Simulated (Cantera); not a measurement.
Input (Python, Cantera):

```python
import numpy as np
import cantera as ct

gas = ct.Solution("gri30.yaml")
gas.TP = 300, 56000
flame = ct.CounterflowDiffusionFlame(gas, width=0.02)
flame.fuel_inlet.X, flame.fuel_inlet.T = {'CO': 1, 'H2': 0.14, 'CH4': 0.089}, 300
flame.oxidizer_inlet.X, flame.oxidizer_inlet.T = {'O2': 0.25, 'N2': 0.75}, 300
flame.set_refine_criteria(ratio=3, slope=0.12, curve=0.24, prune=0.03)
show = ['OH', 'H', 'NO', 'CO', 'C2H2']

rows = []
print(f"{'mdot':>8s}{'a_max':>10s}{'a_mean':>10s}{'Tmax/K':>9s}" + "".join(f"{s:>11s}" for s in show) + "   (peak mole fractions)")
for i, mdot in enumerate([0.34, 0.52, 0.8, 1.2, 1.9, 3, 4.6]):  # kg/m2/s on the oxidiser side
    flame.oxidizer_inlet.mdot, flame.fuel_inlet.mdot = mdot, 1.1 * mdot
    flame.solve(loglevel=0, auto=(i == 0))
    if flame.T.max() < max(300, 300) + 100:
        print(f"{mdot:8.3g}  no burning solution found from the previous one")
        break
    dT = np.abs(np.gradient(flame.T, flame.grid))
    rows.append([flame.strain_rate("max"), flame.strain_rate("mean"), flame.T.max(),
                 *(flame.X[gas.species_index(s)].max() for s in show), max(dT[0], dT[-1]) / dT.max()])
    print(f"{mdot:8.3g}{rows[-1][0]:10.1f}{rows[-1][1]:10.1f}{rows[-1][2]:9.1f}" + "".join(f"{x:11.3e}" for x in rows[-1][3:-1]))
```

It prints:

```
    mdot     a_max    a_mean   Tmax/K         OH          H         NO         CO       C2H2   (peak mole fractions)
    0.34     284.0      60.5   2006.0  9.283e-03  1.042e-02  1.000e-04  8.183e-01  2.976e-03
    0.52     413.0      92.6   1958.7  8.963e-03  1.149e-02  8.116e-05  8.188e-01  2.917e-03
     0.8     610.7     142.5   1913.4  8.586e-03  1.255e-02  6.476e-05  8.184e-01  2.750e-03
     1.2     886.8     213.7   1871.8  8.097e-03  1.343e-02  5.057e-05  8.184e-01  2.467e-03
     1.9    1358.8     338.3   1823.1  7.378e-03  1.421e-02  3.545e-05  8.183e-01  1.981e-03
       3    2081.4     534.2   1766.1  6.466e-03  1.449e-02  2.179e-05  8.184e-01  1.322e-03
     4.6    3090.2     819.1   1686.1  5.218e-03  1.368e-02  1.061e-05  8.186e-01  6.020e-04
```

Computed with Cantera and GRI-Mech 3.0 (53 species, 325 reactions). GRI-Mech 3.0 has no aromatics or soot, which form on the fuel side of real flames. The maximum strain rate includes the flame's own expansion and is several times the mean.
